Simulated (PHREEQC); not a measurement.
**Hard or scaling water**

Dissolve 9.9 mmol/kgw CaCl2, 0.14 mmol/kgw NaF and 0.097 mmol/kgw NaCl at 25 °C. Closed to the air; pH follows from the charge balance.

Model: ion-association model, phreeqc.dat, run in PHREEQC.

This is a speciation only: nothing precipitates in the calculation.

Task: Predict the pH.

Result: pH 7.00.

Examples of supersaturated solids here: Fluorite. Others may be too. Complexes and solids missing from the database can't appear.
